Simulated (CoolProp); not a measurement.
A Linde-Hampson liquefier for normal hydrogen: isothermal reversible compression at 280 K from 1 atm to 20 MPa, throttling to 1 atm, return gas leaving the recuperator 5 K below the feed. Each further row changes one setting.

Values from CoolProp's reference Helmholtz-energy equation of state, Leachman 2009.

```csv
case,compression work (kJ/kg of gas)
as stated,6250
high pressure 40 MPa,7200
warm-end temperature 310 K,6910
warm-end gap 10 K,6250
```
